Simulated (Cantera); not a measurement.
**Carbothermic reduction: Cu2O + CH4 + CO**

Input: 1 mol Cu2O, 0.3 mol CH4, 0.48 mol CO, held at 2600 K and 1.10 bar.

Cantera equilibrium calculation (NASA polynomials, part measured and part estimated; ideal gas, pure solids and liquids). Candidate condensed phases: C, C6H6, C7H8, C8H18, Cu, CuO, Cu(OH)2, Cu2O, H2O; 113 gas species. Rates play no part.

The x(CO) comes out as 0.275. The x(Cu) is 0.274 and the x(H2O) is 0.225. The x(CO2) comes out as 0.126. The x(H2) is 0.0757 and the x(H) is 0.0101. The x(OH) is 0.00691. The x(Cu2) is 0.00514. The x(O2) comes out as 0.000719 and the n(Cu(l)) is 1.45 mol. The gas amount comes out as 1.943 mol and the log10 activity of C(graphite) (absent) is -5.71.
